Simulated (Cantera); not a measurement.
A perfectly stirred reactor is fed with 22.0 % H2, 12.2 % O2, 65.9 % N2, equivalence ratio 0.90, at 0.500 bar; it is held at 1323 K, and followed from long to short residence time.

Cantera simulation using GRI-Mech 3.0 (53 species, 325 reactions); the numbers are that mechanism's predictions, not measurements. The temperature is held fixed by assumption; the heat of reaction is taken as removed at once.

x: mole fraction; the columns are a selection and need not sum to one.

| τ (s) | x H2 | x O2 | x NO | x H | x H2O | x OH |
|---|---|---|---|---|---|---|
| 13 | 6.68e-5 | 0.0137 | ? | 2.09e-6 | 0.246 | 0.000132 |
| 3.2 | 0.000169 | 0.0137 | ? | 8.43e-6 | 0.246 | 0.000210 |
| 0.82 | 0.000415 | 0.0138 | ? | 3.26e-5 | 0.246 | 0.000332 |
| 0.21 | 0.000999 | 0.0140 | ? | 0.000124 | 0.245 | 0.000525 |
| 0.052 | 0.00238 | 0.0147 | ? | 0.000471 | 0.243 | 0.000838 |
| 0.013 | 0.00529 | 0.0161 | ? | 0.00165 | 0.239 | 0.00132 |
| 0.0033 | 0.0107 | 0.0190 | ? | 0.00509 | 0.230 | 0.00202 |

Problem. What belongs in the gaps?

Solution. 
- 13, x NO: 1.24e-6
- 3.2, x NO: 1.10e-6
- 0.82, x NO: 9.26e-7
- 0.21, x NO: 1.03e-6
- 0.052, x NO: 1.69e-6
- 0.013, x NO: 3.25e-6
- 0.0033, x NO: 5.79e-6
